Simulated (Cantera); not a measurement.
Equilibrium for carbothermic reduction: Cu₂O + CH₄ + CO

Charge: 1 mol Cu₂O, 1.8 mol CH₄, 0.098 mol CO, at 101000 Pa.

Method: chemical equilibrium by Gibbs-energy minimisation in Cantera with the NASA 1993 tables (ideal gas, pure condensed phases). Candidate condensed phases: C, C₆H₆, C₇H₈, C₈H₁₈, Cu, CuO, Cu(OH)₂, Cu₂O, H₂O; 113 gas species. Equilibrium is a limit: real reactors are often held back by kinetics, nucleation or transport.

From 800 K to 1250 K the condensed part is C(graphite) + Cu(s). From 1400 K to 2450 K the condensed part is C(graphite) + Cu(l). At 2600 K the condensed part is C(graphite).

```tsv
T (K)	x H₂	x Cu	x CH₄	x H₂O	x CO	x CO₂	x H	x C₂H₂ (acetylene)	n C(graphite)	n Cu(s)	n Cu(l)
800	0.434	<1e-12	0.257	0.234	0.0228	0.0518	1.90e-12	<1e-12	0.889	2.00	0
950	0.674	1.86e-12	0.0772	0.0851	0.133	0.0301	4.54e-10	1.85e-10	0.950	2.00	0
1100	0.741	5.88e-10	0.0200	0.0148	0.219	0.00431	2.21e-8	9.87e-9	0.796	2.00	0
1250	0.758	4.58e-8	0.00640	0.00269	0.232	0.000526	4.18e-7	1.91e-7	0.785	2.00	0
1400	0.763	1.33e-6	0.00255	0.000673	0.234	9.49e-5	4.22e-6	1.92e-6	0.792	0	2.00
1550	0.765	1.83e-5	0.00120	0.000219	0.234	2.40e-5	2.74e-5	1.23e-5	0.795	0	2.00
1700	0.765	0.000157	0.000650	8.74e-5	0.234	7.82e-6	0.000128	5.62e-5	0.797	0	2.00
1850	0.764	0.000937	0.000388	4.05e-5	0.233	3.08e-6	0.000468	0.000200	0.796	0	2.00
2000	0.761	0.00425	0.000249	2.10e-5	0.233	1.40e-6	0.00141	0.000584	0.793	0	1.98
2150	0.749	0.0155	0.000167	1.18e-5	0.230	7.04e-7	0.00363	0.00145	0.785	0	1.92
2300	0.719	0.0474	0.000112	6.75e-6	0.222	3.71e-7	0.00815	0.00311	0.768	0	1.76
2450	0.648	0.126	6.94e-5	3.66e-6	0.202	1.88e-7	0.0161	0.00566	0.737	0	1.30
2600	0.511	0.286	3.40e-5	1.61e-6	0.163	7.93e-8	0.0273	0.00828	0.685	0	0
```
x: gas mole fraction; n: condensed amount in mol.
